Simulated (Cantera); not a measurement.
Input (Python, Cantera):

```python
import numpy as np
import cantera as ct

gas = ct.Solution("gri30.yaml")
gas.TPX = 598, 101325, {'CH4': 1, 'H2': 0.17, 'O2': 2.08, 'N2': 9.38, 'H2O': 0.61}
flame = ct.FreeFlame(gas, width=0.04)
flame.set_refine_criteria(ratio=3, slope=0.08, curve=0.16)
flame.transport_model = "mixture-averaged"
flame.solve(loglevel=0, auto=True)
flame.transport_model = "multicomponent"
flame.soret_enabled = False
flame.solve(loglevel=0, refine_grid=True)
z, T = flame.grid, flame.T
thick = (T[-1] - T[0]) / np.gradient(T, z).max()
show = ['CH4', 'H2', 'O2', 'C2H2', 'C2H', 'NO']
print(f"laminar burning velocity  {flame.velocity[0] * 100:.3f} cm/s")
print(f"burnt temperature         {T[-1]:.1f} K")
print(f"thermal thickness         {thick * 1e3:.4f} mm")
print(f"grid points               {len(z)}")
z0 = z[flame.heat_release_rate.argmax()]
print(f"{'z/mm':>9s}{'T/K':>9s}{'u/(m/s)':>9s}" + "".join(f"{s:>11s}" for s in show))
rows = []
for k in (-3, -2, -1.5, -1, -0.5, -0.25, 0, 0.25, 0.5, 1, 2, 4, 8):
    zz = z0 + k * thick
    rows.append([k * thick, np.interp(zz, z, T), np.interp(zz, z, flame.velocity),
                 *(np.interp(zz, z, flame.X[gas.species_index(s)]) for s in show)])
    print(f"{rows[-1][0] * 1e3:9.3f}{rows[-1][1]:9.1f}{rows[-1][2]:9.3f}" + "".join(f"{x:11.3e}" for x in rows[-1][3:]))
```

Output:

```
laminar burning velocity  90.174 cm/s
burnt temperature         2191.1 K
thermal thickness         0.4468 mm
grid points               147
     z/mm      T/K  u/(m/s)        CH4         H2         O2       C2H2        C2H         NO
   -1.340    598.2    0.902  7.549e-02  1.323e-02  1.570e-01  1.633e-09  5.114e-20  2.310e-10
   -0.894    600.3    0.906  7.532e-02  1.397e-02  1.568e-01  2.459e-08  6.388e-20  2.756e-09
   -0.670    607.9    0.919  7.485e-02  1.487e-02  1.562e-01  1.442e-07  2.833e-18  1.367e-08
   -0.447    656.9    0.996  7.209e-02  1.668e-02  1.528e-01  1.406e-06  1.099e-16  1.127e-07
   -0.223    972.1    1.487  5.358e-02  1.991e-02  1.280e-01  1.845e-05  4.125e-12  1.378e-06
   -0.112   1329.2    2.049  3.027e-02  2.162e-02  9.405e-02  5.636e-05  1.638e-09  3.511e-06
    0.000   1680.4    2.605  7.014e-03  2.056e-02  5.204e-02  1.071e-04  9.485e-08  7.463e-06
    0.112   1824.6    2.825  4.335e-04  1.579e-02  2.798e-02  1.769e-05  6.219e-08  1.251e-05
    0.223   1870.4    2.885  1.291e-05  1.357e-02  2.022e-02  4.776e-07  2.414e-09  1.568e-05
    0.447   1924.7    2.953  2.262e-08  1.280e-02  1.605e-02  4.955e-10  2.909e-12  1.878e-05
    0.894   1989.0    3.039  1.840e-12  1.143e-02  1.324e-02  3.141e-14  2.078e-16  2.242e-05
    1.787   2055.5    3.128  4.602e-16  9.232e-03  1.053e-02  9.485e-16  7.862e-18  2.763e-05
    3.574   2111.1    3.201  1.198e-16  7.054e-03  8.056e-03  1.916e-16  1.384e-18  3.511e-05
```

Model: GRI-Mech 3.0 (53 species, 325 reactions), integrated in Cantera. Burning velocities carry a grid error of a few per cent, more on coarse grids.
